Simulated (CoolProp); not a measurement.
Model: reference Helmholtz-energy equation of state, Gedanitz 2015, in CoolProp.

### Question
Give the vapour pressure (bar), vapour Z, vapour viscosity (µPa s) of saturated cyclopentane at 376.6, 389.9 K.

### Answer
```
T (K)  p (bar)  vapour Z  vapour viscosity (µPa s)
-----  -------  --------  ------------------------
376.6     4.52     0.898                      9.45
389.9     6.08     0.875                      9.84
```

Viscosity comes from a separate model (Chung 1988), a generic estimate that can be far off for the liquid and wasn't checked against measurements.
